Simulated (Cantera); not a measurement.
An isothermal plug-flow reactor at 1150 K and 500000 Pa (inlet), inlet velocity 1.1 m/s, active area per volume 170 1/m; feed CH4 : O2 : N2 = 0.0072 : 0.013 : 0.79 (molar parts), equivalence ratio 1.1.

Cantera simulation using Deutschmann's 1995 Pt surface mechanism with GRI-Mech 3.0 gas chemistry; the numbers are that mechanism's predictions, not measurements. Catalytic surfaces can have several steady states; this one follows from the mechanism file's or the stated starting coverage. Mass transfer to the wall is taken as infinitely fast.

One state of this run: x CH4 = 0.00758; x O2 = 0.0135; x H2O = 0.00260; x CO2 = 0.00129; x CO = 9.03e-6; θ free Pt = 0.414; θ O* = 0.584; θ OH* = 0.00167. x: gas mole fraction; θ: surface coverage.

Task: Which value of z (m) does it belong to?
A) 0.0055
B) 0.00026
C) 0.00055
D) 0.0026

Result: D, 0.0026
